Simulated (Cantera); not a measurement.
A perfectly stirred reactor is fed with H2 : O2 : N2 = 1 : 0.543 : 2.04 (molar parts), at 10.0 bar; it is adiabatic with a 650 K inlet, and is followed from long to short residence time, starting on the burning branch (τ in s: 0.15, 0.061, 0.024, 0.0094, 0.0037, 0.0014, 0.00057, 0.00022, 8.8e-05, 3.5e-05).

Cantera simulation using the H2/O2 subset of GRI-Mech 3.0, which has no nitrogen chemistry; the numbers are that mechanism's predictions, not measurements. The hydrogen kinetics of GRI-Mech 3.0 are dated; newer H2 mechanisms differ, most at raised pressure.

One state of this run: T (K) = 2592; x H2 = 0.00738; x O2 = 0.0149; x HO2 = 7.74e-6; x O = 0.000872; x H = 0.00102. x: mole fraction; the columns are a selection and need not sum to one.

Problem. Which value of τ (s) does it belong to?
A) 0.00057
B) 0.061
C) 0.00022
D) 3.5e-5

Solution. B, 0.061
